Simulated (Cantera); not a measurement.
Input: 1 mol HMDSO, 0.82 mol CO2, held at 75.0 Torr.

Method: chemical equilibrium by Gibbs-energy minimisation in Cantera with the NASA 1993 tables (ideal gas, pure condensed phases). Candidate condensed phases: C, C6H6, C7H8, C8H18, H2O, Si, SiC, SiO2; 123 gas species. The feed counts by its element totals alone. Mutual solubility and eutectic melting of coexisting phases are not modelled. Kinetics and transport are ignored.

log p: log10 of the partial pressure in bar; n: condensed amount in mol.

| T (K) | log p H2 | log p CH4 | log p CO | log p C2H6 | n C(graphite) | n SiC(s) | n SiO2(α-quartz) | n SiO2(β-quartz) |
|---|---|---|---|---|---|---|---|---|
| 523 | -2.03 | -1.04 | <-13 | -7.16 | 1.86 | 0.680 | 1.32 | 0 |
| 623 | ___ | ___ | <-13 | ___ | ___ | 0.680 | 1.32 | 0 |
| 723 | -1.14 | -1.56 | <-13 | -7.16 | 4.18 | 0.680 | 1.32 | 0 |
| 823 | -1.04 | -2.10 | -10.33 | -7.74 | 5.48 | 0.680 | 1.32 | 0 |
| 923 | -1.01 | -2.65 | -8.23 | -8.37 | 5.94 | 0.680 | 0 | 1.32 |
| 1023 | -1.00 | ___ | ___ | ___ | 6.07 | 0.680 | 0 | 1.32 |
| 1123 | -1.00 | -3.53 | -5.17 | -9.40 | 6.11 | 0.680 | 0 | 1.32 |

### Question
Fill in the missing entries.

### Answer

- 1023, log p CH4: -3.13
- 1023, log p CO: -6.55
- 1023, log p C2H6: -8.93
- 623, log p H2: -1.45
- 623, log p CH4: -1.19
- 623, log p C2H6: -6.94
- 623, n C(graphite): 2.61
